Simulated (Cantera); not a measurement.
Feed: 1 mol Si₂H₆, a varied amount of NO, 0.12 mol H₂, equilibrated at 1900 K and 0.370 bar.

These are equilibrium values from Cantera (NASA tables, ideal gas, pure condensed phases), not measurements of a reactor. Candidate condensed phases: H₂O, Si, SiO₂, Si₂N₂O, Si₃N₄; 35 gas species. The feed counts by its element totals alone. Mutual solubility and eutectic melting of coexisting phases are not modelled. The tables hold silica as quartz up to 1696 K and as liquid above; real silica turns to tridymite and cristobalite and melts near 1996 K. Gases not in the tables: Si(OH)₄, Si₂H₆ and higher silanes. The numbers say what is thermodynamically allowed, not how fast it happens.

log p: log10 of the partial pressure in bar; n: condensed amount in mol.

```csv
n(NO) (mol),log p H₂,log p N₂,log p H₂O,log p O₂,log p SiO,log p NO,n Si(l),n Si₂N₂O(s),n SiO₂(condensed)
0.15,-0.45,-2.34,-5.38,<-12,-1.88,-11.83,…,0.0343,0
0.33,-0.46,-2.55,-5.18,<-12,-1.68,-11.73,…,0.139,0
0.74,-0.48,-2.83,-4.92,<-12,-1.39,-11.59,…,0.356,0
1.7,-0.50,-1.69,-3.91,<-12,-1.45,-9.99,0,0.649,0.348
3.7,-0.66,-0.89,-3.80,<-12,-1.72,-9.32,0,0.0104,1.71
8.2,-3.91,-0.71,-0.83,-1.60,-7.94,-3.01,0,0,2.00
18,-4.60,-0.72,-1.19,-0.95,-8.27,-2.69,0,0,2.00
```

Task: Some entries are withheld; supply them.

Result: 
- 0.15, n Si(l): 1.82
- 0.33, n Si(l): 1.53
- 0.74, n Si(l): 0.904
